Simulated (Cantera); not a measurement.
An isothermal, constant-pressure homogeneous reactor starts with H2 : O2 : N2 = 1.3 : 1 : 1 (molar parts), at 850 K and 0.132 atm.

Computed with Cantera and the H2/O2 subset of GRI-Mech 3.0, which has no nitrogen chemistry. Radical loss at walls, strong at low pressure, is not modelled. Below about 950 K walls govern HO2 and H2O2 in real vessels. The temperature is held fixed by assumption; the heat of reaction is taken as removed at once.

Problem. Predict: x(H2) at 10.0 s; x(O2) at 10.0 s; x(H2O2) at 10.0 s; x(O) at 10.0 s; x(H) at 10.0 s.

Solution. 
| Quantity | Value |
|---|---|
| x(H2) at 10.0 s | 0.120 (gas-phase equilibrium 1.71e-12) |
| x(O2) at 10.0 s | 0.184 (gas-phase equilibrium 0.132) |
| x(H2O2) at 10.0 s | 0.000772 (gas-phase equilibrium 1.93e-11) |
| x(O) at 10.0 s | 3.22e-8 (gas-phase equilibrium <1e-12) |
| x(H) at 10.0 s | 1.49e-7 (gas-phase equilibrium <1e-12) |
